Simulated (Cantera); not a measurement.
An isothermal, constant-pressure homogeneous reactor starts with H2 : O2 : N2 = 0.044 : 1 : 0.021 (molar parts), equivalence ratio 0.022, at 925 K and 2670 Pa.

Model: GRI-Mech 3.0 (53 species, 325 reactions), integrated in Cantera. Radical loss at walls, strong at low pressure, is not modelled. Below about 950 K walls govern HO2 and H2O2 in real vessels. The temperature is held fixed by assumption; the heat of reaction is taken as removed at once.

x: mole fraction; the columns are a selection and need not sum to one.

```
t (s)         x H2   x O2       x H     x H2O     x HO2       x O
--------  --------  -----  --------  --------  --------  --------
0.000500    0.0413  0.939  4.57e-11  6.86e-11  4.56e-11  5.91e-11
0.00230     0.0413  0.939   2.08e-8   5.70e-8   3.37e-9   3.32e-8
0.0106     0.00219  0.932   0.00211    0.0382   1.58e-5   0.00415
0.0486     8.74e-5  0.937   6.91e-6    0.0420   2.80e-6  0.000170
0.224      8.28e-6  0.938   1.20e-7    0.0422   4.33e-7   1.16e-5
1.03       4.93e-7  0.938   2.97e-9    0.0422   5.04e-8   9.71e-7
4.73             …  0.938  1.11e-10    0.0422         …         …
21.7      5.37e-10  0.938  7.00e-12    0.0422         …         …
100       8.85e-11  0.938    <1e-12    0.0422  2.35e-10   3.36e-9
```

Q: Fill in the missing entries.

A: 
- 4.73, x H2: 1.17e-8
- 4.73, x HO2: 6.23e-9
- 4.73, x O: 1.10e-7
- 21.7, x HO2: 1.05e-9
- 21.7, x O: 1.76e-8
